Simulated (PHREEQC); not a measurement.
Consider water at 25 °C with 117 mmol/kgw CuSO4. Closed to the air; pH follows from the charge balance.

Equilibrium calculation in PHREEQC: ion-association model, phreeqc.dat.

This is a speciation only: nothing precipitates in the calculation.

Question: What pH, ionic strength, specific conductance does the model give?

Answer: pH 4.50; ionic strength 0.237 mol/kgw; specific conductance 9650 µS/cm.

Question: In which forms is S present?

Answer: SO4-2 51 %, CuSO4 49 % of the S.
